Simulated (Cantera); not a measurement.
A perfectly stirred reactor is fed with C₂H₆ : O₂ : N₂ : CO₂ = 1 : 2.33 : 6.3 : 2 (molar parts), at 14.8 atm; it is adiabatic with a 348 K inlet, and is followed from long to short residence time, starting on the burning branch (τ in s: 0.029, 0.015, 0.0073, 0.0036, 0.0018, 0.00091, 0.00045, 0.00023, 0.00011, 5.6e-05).

Cantera simulation using GRI-Mech 3.0 (53 species, 325 reactions); the numbers are that mechanism's predictions, not measurements. The pressure lies above the range GRI-Mech 3.0 was tuned for (to about 10 atm).

Problem. Predict: blow-out, bracketed by the residence times tried; x(C₂H₆) at τ = 29.0 ms; x(O₂) at τ = 29.0 ms; x(CO₂) at τ = 29.0 ms; x(C₂H₄) at τ = 29.0 ms; x(H₂) at τ = 29.0 ms; x(C₂H₆) at τ = 0.910 ms; x(O₂) at τ = 0.910 ms; x(CO₂) at τ = 0.910 ms; x(C₂H₄) at τ = 0.910 ms; x(H₂) at τ = 0.910 ms.

Solution. 
```json
{
 "blow_out_bracketed_by_the_residence_times_tried": "burning at 0.110 ms, out at 56.0 µs",
 "x(C₂H₆) at τ = 29.0 ms": "6.25e-6",
 "x(O₂) at τ = 29.0 ms": "0.000426",
 "x(CO₂) at τ = 29.0 ms": "0.170",
 "x(C₂H₄) at τ = 29.0 ms": "3.30e-5",
 "x(H₂) at τ = 29.0 ms": "0.0334",
 "x(C₂H₆) at τ = 0.910 ms": "0.000140",
 "x(O₂) at τ = 0.910 ms": "0.00499",
 "x(CO₂) at τ = 0.910 ms": "0.177",
 "x(C₂H₄) at τ = 0.910 ms": "0.000512",
 "x(H₂) at τ = 0.910 ms": "0.0294"
}
```
